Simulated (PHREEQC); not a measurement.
Consider water at 25 °C with 0.037 mol TMAH, 0.003 mol Na2SiO3 and 0.032 mol Na2CO3 per kg of water. Closed to the air; pH follows from the charge balance.

Equilibrium calculation in PHREEQC: ion-association model, wateq4f.dat.

| quantity | before | after |
|---|---|---|
| pH | 12.47 | 10.68 |
| ionic strength (mol/kgw) | 0.121 | 0.00129 |
| Na+ (mol/kgw) | 0.0607 | 0.000697 |
| NaCO3- (mol/kgw) | 0.00926 | 2.51e-6 |
| H3SiO4- (mol/kgw) | 0.00212 | 2.63e-5 |
| SI of Quartz (SiO2) | -1.45 | -1.46 |

Q: Name the change that produced these shifts.
A) TMAH left out
B) temperature from 25 to 30 °C
C) diluted 100-fold with water
D) diluted 5-fold with water
E) TMAH from 0.037 to 0.0407 mol/kgw

A: C, diluted 100-fold with water

No solid was allowed to form. (CH3)4N+ isn't in the database: it is added as a free cation with an ion size of 4 Å.
